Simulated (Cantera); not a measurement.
## Equilibrium for boron, boron nitride and boron oxide: BF3 + H2O

Charge: 1 mol BF3, 3.6 mol H2O, held at 41.0 mbar.

Equilibrium computed with Cantera from the NASA thermochemical tables; the gas is ideal and each condensed phase is pure. Candidate condensed phases: B, B2O3, B3O3H3, H2O; 43 gas species. Gases not in the tables: H3BO3. The numbers say what is thermodynamically allowed, not how fast it happens.

From 1073 K to 1273 K the condensed part is B2O3(l). From 1473 K to 2273 K nothing is condensed.

```
T (K)  x H2O   x HF     x BOF     x BF3    x HBO2      x H2      x OH      x O2  x B3O3F3  n B2O3(l)
-----  -----  -----  --------  --------  --------  --------  --------  --------  --------  ---------
1073   0.584  0.311  0.000851    0.0916  0.000409   2.00e-6   1.07e-7   9.20e-7    0.0106      0.184
1273   0.522  0.385    0.0193    0.0574   0.00788   3.47e-5   3.60e-6   1.57e-5   0.00786      0.224
1473   0.446  0.374     0.113    0.0186    0.0456  0.000266   4.45e-5  0.000118   0.00146          0
1673   0.418  0.402     0.127   0.00264    0.0485   0.00131  0.000312  0.000566   1.05e-5          0
1873   0.408  0.406     0.127  0.000462    0.0497   0.00471   0.00147   0.00196   1.69e-7          0
2073   0.393  0.406     0.125  0.000112    0.0497    0.0131   0.00507   0.00527   5.97e-9          0
2273   0.363  0.400     0.122   3.55e-5    0.0475    0.0296    0.0136    0.0116  3.78e-10          0
```
x: gas mole fraction; n: condensed amount in mol.
